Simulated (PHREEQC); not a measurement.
A PHREEQC input (ion-association model, wateq4f.dat):

```
SOLUTION 1
  temp 25
  units mg/L
  pH 5.76
  pe 1.9
  Na 0.0195
  K 0.000622
  Ca 0.0379
  Mg 3.65e-05
  Cl 0.0105
  S(6) 0.102 as SO4
  Alkalinity 0.0148 as HCO3 charge
  Li 3.59e-05
  B 0.000332
  Br 0.00106
  Ba 0.000195
  Mn(2) 4.46e-05
END
USE solution 1
EQUILIBRIUM_PHASES 1
  Quartz 0 0.5
  CO2(g) -3.4 10
END
```

It stops with these messages:

```
ERROR: Alkalinity cannot be used with charge balance or solution phase boundary constraints.
ERROR: Program terminating due to input errors.
```

The fault: charge balance asked on alkalinity. The line should read `as HCO3` where the input has `as HCO3 charge`. With the mend the run ends at pH 5.63 and ionic strength 7.08e-6 mol/kgw.
